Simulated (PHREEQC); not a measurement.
Make-up at 50 °C: 0.0017 mol/kgw CuSO4 and 0.00014 mol/kgw NaF. Closed to the air; pH follows from the charge balance.

Computed with PHREEQC (ion-association model, wateq4f.dat).

Task: The ionic strength comes out as 0.00590 mol/kgw. What activity coefficients do CuOH+, HSO4-, SO4-2, F-, H+ get?

Result: CuOH+ 0.92, HSO4- 0.92, SO4-2 0.71, F- 0.92, H+ 0.93.

Precipitation was switched off in this run. Examples of supersaturated solids here: Tenorite (slow to form). Others may be too. Species that the database lacks are ignored. Constants without temperature data keep their 25 °C values here.
